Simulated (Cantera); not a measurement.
A perfectly stirred reactor is fed with CH₄ : O₂ : N₂ : H₂O = 1 : 2.82 : 10.6 : 0.31 (molar parts), equivalence ratio 0.71, at 9.80 bar; it is adiabatic with a 448 K inlet, and is followed from long to short residence time, starting on the burning branch (τ in s: 0.024, 0.011, 0.0054, 0.0026, 0.0012, 0.00058, 0.00028, 0.00013, 6.3e-05, 3e-05, 1.4e-05).

Model: GRI-Mech 3.0 (53 species, 325 reactions), integrated in Cantera.

Q: Predict: blow-out, bracketed by the residence times tried; x(CH₄) at τ = 24.0 ms; x(O₂) at τ = 24.0 ms; x(H₂O) at τ = 24.0 ms; x(H) at τ = 24.0 ms; x(CH₄) at τ = 0.580 ms; x(O₂) at τ = 0.580 ms; x(H₂O) at τ = 0.580 ms; x(C₂H₆) at τ = 0.580 ms; x(H) at τ = 0.580 ms.

A: 
| Item | Value |
|---|---|
| blow-out, bracketed by the residence times tried | burning at 0.130 ms, out at 63.0 µs |
| x(CH₄) at τ = 24.0 ms | 8.05e-6 |
| x(O₂) at τ = 24.0 ms | 0.0555 |
| x(H₂O) at τ = 24.0 ms | 0.156 |
| x(H) at τ = 24.0 ms | 3.82e-6 |
| x(CH₄) at τ = 0.580 ms | 0.000139 |
| x(O₂) at τ = 0.580 ms | 0.0570 |
| x(H₂O) at τ = 0.580 ms | 0.155 |
| x(C₂H₆) at τ = 0.580 ms | 5.56e-8 |
| x(H) at τ = 0.580 ms | 5.92e-5 |
